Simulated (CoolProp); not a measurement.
A simple Rankine cycle with methanol: condensing at 316.15 K, boiler at 1.53 MPa, turbine inlet 442.2 K, turbine efficiency 0.8, pump efficiency 0.8, no recuperator. Each further row changes one setting.

Values from CoolProp's reference Helmholtz-energy equation of state, de Reuck 1993.

```tsv
case	thermal efficiency (%)	net work (kJ/kg)	heat in (kJ/kg)	turbine exit temperature (K)	volume ratio over the turbine
as stated	18.4	233	1270	316.2	27.8
turbine inlet 462.2 K	[?]	[?]	1330	316.2	[?]
condensing temperature 308.15 K	19.6	[?]	[?]	308.1	39.3
boiler pressure 1.07 MPa	17.0	[?]	1310	316.2	[?]
turbine efficiency 0.7	16.0	204	1270	316.2	28.6
```

Q: What belongs in the gaps?

A: 
- turbine inlet 462.2 K, thermal efficiency (%): 18.6
- turbine inlet 462.2 K, net work (kJ/kg): 248
- turbine inlet 462.2 K, volume ratio over the turbine: 26.5
- condensing temperature 308.15 K, net work (kJ/kg): 253
- condensing temperature 308.15 K, heat in (kJ/kg): 1290
- boiler pressure 1.07 MPa, net work (kJ/kg): 222
- boiler pressure 1.07 MPa, volume ratio over the turbine: 19.1

The expansion ends wet for: as stated; turbine inlet 462.2 K; condensing temperature 308.15 K; boiler pressure 1.07 MPa; turbine efficiency 0.7.
